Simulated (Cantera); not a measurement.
# Low-pressure radical oxidation in H2/O2

An isothermal, constant-pressure homogeneous reactor starts with 26.9 % H2, 72.8 % O2, 0.306 % N2, equivalence ratio 0.18, at 925 K and 6.08 Torr.

Model: GRI-Mech 3.0 (53 species, 325 reactions), integrated in Cantera. Radical loss at walls, strong at low pressure, is not modelled. Below about 950 K walls govern HO2 and H2O2 in real vessels. The temperature is held fixed by assumption; the heat of reaction is taken as removed at once.

```csv
t (s),x H2,x O2,x H2O,x H,x H2O2
0.000100,0.269,0.728,<1e-12,1.22e-11,<1e-12
0.000236,0.269,0.728,6.13e-12,3.04e-11,<1e-12
0.000557,0.269,0.728,5.42e-11,9.71e-11,<1e-12
0.00132,0.269,0.728,7.08e-10,6.52e-10,<1e-12
0.00311,0.269,0.728,4.66e-8,3.48e-8,<1e-12
0.00734,0.269,0.727,0.000504,0.000370,1.89e-9
0.0173,0.0142,0.652,0.244,0.0616,2.54e-7
0.0409,0.00216,0.682,0.306,0.00222,4.15e-7
0.0965,0.000288,0.685,0.311,5.29e-5,3.04e-7
0.228,4.92e-5,0.685,0.311,3.16e-6,1.68e-7
0.538,8.43e-6,0.685,0.311,2.88e-7,8.20e-8
1.27,1.39e-6,0.685,0.311,3.43e-8,3.93e-8
3.00,2.59e-7,0.685,0.311,5.29e-9,1.92e-8
```
x: mole fraction; the columns are a selection and need not sum to one.

Equilibrium at this temperature and pressure: H2 3.28e-11, O2 0.685, H2O 0.311, H <1e-12, H2O2 2.31e-11 (gas phase only).
